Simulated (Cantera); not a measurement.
**Thermodynamics of tantalum, niobium, vanadium and zirconium in process gases, feed V + N2 + H2**

Input: 1 mol V, 0.18 mol N2, 31 mol H2, equilibrated at 0.0100 bar.

Method: chemical equilibrium by Gibbs-energy minimisation in Cantera with the NASA 1993 tables (ideal gas, pure condensed phases). Candidate condensed phases: V, VN; 11 gas species. Mutual solubility and eutectic melting of coexisting phases are not modelled. VN: taken at fixed stoichiometry. Condensed phases not in the tables: V2N, N, O or C dissolved in the metal. Kinetics and transport are ignored.

| T (K) | x H2 | x H | x N2 | x V | n V(s) | n VN(s) |
|---|---|---|---|---|---|---|
| 1473 | 1.000 | 0.000127 | 2.48e-5 | 4.20e-9 | 0.642 | 0.358 |
| 1523 | 1.000 | 0.000231 | 7.66e-5 | 1.65e-8 | 0.645 | 0.355 |
| 1573 | 0.999 | 0.000406 | 0.000219 | 5.91e-8 | 0.654 | 0.346 |
| 1623 | 0.999 | 0.000691 | 0.000588 | 1.96e-7 | 0.676 | 0.324 |
| 1673 | 0.997 | 0.00114 | 0.00148 | 6.04e-7 | 0.732 | 0.268 |
| 1723 | 0.995 | 0.00182 | 0.00354 | 1.74e-6 | 0.861 | 0.139 |
| 1773 | 0.991 | 0.00283 | 0.00576 | 4.72e-6 | 1.000 | 0 |
| 1823 | 0.990 | 0.00431 | 0.00576 | 1.21e-5 | 1.000 | 0 |
| 1873 | 0.988 | 0.00641 | 0.00575 | 2.95e-5 | 0.999 | 0 |
| 1923 | 0.985 | 0.00935 | 0.00575 | 6.85e-5 | 0.998 | 0 |
x: gas mole fraction; n: condensed amount in mol.

From 1473 K to 1723 K the condensed part is V(s) + VN(s). From 1773 K to 1923 K the condensed part is V(s).
